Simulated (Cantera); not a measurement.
Input: 1 mol FeCl3, 3.6 mol HCl, 0.49 mol H2, equilibrated at 5.70 mbar.

These are equilibrium values from Cantera (NASA tables, ideal gas, pure condensed phases), not measurements of a reactor. Candidate condensed phases: Fe, FeCl2, FeCl3; 11 gas species. The numbers say what is thermodynamically allowed, not how fast it happens.

Which condensed phases are stable at each of these points (T (K)): 600, 700, 800, 900, 1000, 1100, 1200, 1300, 1400, 1500, 1600, 1700, 1800?


| T (K) | condensed phases | Fe condensed (%) |
|---|---|---|
| 600 | FeCl2(s) | 98.1 |
| 700 | FeCl2(s) | 97.9 |
| 800 | FeCl2(s) | 89.0 |
| 900 | gas only | 0.0 |
| 1000 | gas only | 0.0 |
| 1100 | gas only | 0.0 |
| 1200 | gas only | 0.0 |
| 1300 | gas only | 0.0 |
| 1400 | gas only | 0.0 |
| 1500 | gas only | 0.0 |
| 1600 | gas only | 0.0 |
| 1700 | gas only | 0.0 |
| 1800 | gas only | 0.0 |

From 600 K to 800 K the condensed part is FeCl2(s). From 900 K to 1800 K nothing is condensed.
